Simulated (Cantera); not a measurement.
Si3N4 + F2 + Cl2 (nitride etching)

Input: 1 mol Si3N4, 7.8 mol F2, 9.2 mol Cl2, held at 1052 °C.

These are equilibrium values from Cantera (NASA tables, ideal gas, pure condensed phases), not measurements of a reactor. Candidate condensed phases: Si, Si3N4; 24 gas species. The numbers say what is thermodynamically allowed, not how fast it happens.

| P (Pa) | log p Cl | log p Cl2 | log p ClF | log p SiF4 | log p F | log p N2 |
|---|---|---|---|---|---|---|
| 1 | -5.18 | -6.74 | -7.08 | -5.94 | -5.89 | -6.12 |
| 6.80 | -4.42 | -5.23 | -5.56 | -5.07 | -5.13 | -5.25 |
| 46 | -3.80 | -3.98 | -4.30 | -4.17 | -4.49 | -4.34 |
| 320 | -3.28 | -2.95 | -3.27 | -3.27 | -3.97 | -3.44 |
| 2200 | -2.83 | -2.04 | -2.35 | -2.40 | -3.51 | -2.58 |
| 15000 | -2.40 | -1.18 | -1.49 | -1.56 | -3.08 | -1.73 |
| 100000 | -1.98 | -0.34 | -0.65 | -0.73 | -2.66 | -0.91 |
log p: log10 of the partial pressure in bar; nothing condenses.

From 1.00 Pa to 1.00 bar nothing is condensed. The main Si-bearing gas is SiF4 throughout.
